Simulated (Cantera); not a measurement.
What does this Cantera script print?

```python
import numpy as np
import cantera as ct

gas = ct.Solution("h2o2.yaml")
gas.TPX = 1398, 13000, {'H2': 0.42, 'O2': 1, 'N2': 16}
inlet = ct.Reservoir(gas, clone=True)

reactor = ct.IdealGasConstPressureReactor(gas, energy="off", clone=False)
exhaust = ct.Reservoir(gas, clone=True)
tau = [2.1, 0.76, 0.27, 0.099, 0.036, 0.013, 0.0047, 0.0017, 0.00061][0]
for a, b in ((inlet, reactor), (reactor, exhaust)):
    ct.MassFlowController(a, b, mdot=lambda t: reactor.mass / tau)
net = ct.ReactorNet([reactor])
show = ['H2', 'O2', 'H2O', 'H2O2', 'HO2', 'OH', 'H']

rows = []
print(f"{'tau/s':>10s}{'T/K':>9s}" + "".join(f"{s:>11s}" for s in show))
for tau in [2.1, 0.76, 0.27, 0.099, 0.036, 0.013, 0.0047, 0.0017, 0.00061]:
    net.initial_time = 0.0
    net.advance(30 * tau)
    before = gas.X
    net.advance(40 * tau)
    drift = np.max(np.abs(gas.X - before) / (gas.X + 1e-9))
    rows.append([gas.T, *gas[show].X, drift])
    print(f"{tau:10.3e}{gas.T:9.1f}" + "".join(f"{x:11.3e}" for x in gas[show].X))
```

Result:

```
     tau/s      T/K         H2         O2        H2O       H2O2        HO2         OH          H
 2.100e+00   1398.0  4.686e-05  4.578e-02  2.420e-02  2.178e-08  3.968e-07  2.772e-04  2.196e-05
 7.600e-01   1398.0  9.062e-05  4.571e-02  2.408e-02  3.339e-08  6.106e-07  3.872e-04  6.001e-05
 2.700e-01   1398.0  1.753e-04  4.558e-02  2.386e-02  4.920e-08  8.686e-07  5.416e-04  1.647e-04
 9.900e-02   1398.0  3.258e-04  4.540e-02  2.346e-02  6.781e-08  1.120e-06  7.421e-04  4.264e-04
 3.600e-02   1398.0  5.863e-04  4.513e-02  2.274e-02  8.739e-08  1.333e-06  9.973e-04  1.051e-03
 1.300e-02   1398.0  9.929e-04  4.482e-02  2.150e-02  1.036e-07  1.479e-06  1.288e-03  2.330e-03
 4.700e-03   1398.0  1.545e-03  4.459e-02  1.977e-02  1.134e-07  1.557e-06  1.564e-03  4.276e-03
 1.700e-03   1398.0  2.308e-03  4.469e-02  1.787e-02  1.206e-07  1.597e-06  1.788e-03  6.200e-03
 6.100e-04   1398.0  3.724e-03  4.552e-02  1.579e-02  1.320e-07  1.633e-06  1.974e-03  7.273e-03
```

Computed with Cantera and the H2/O2 subset of GRI-Mech 3.0, which has no nitrogen chemistry.
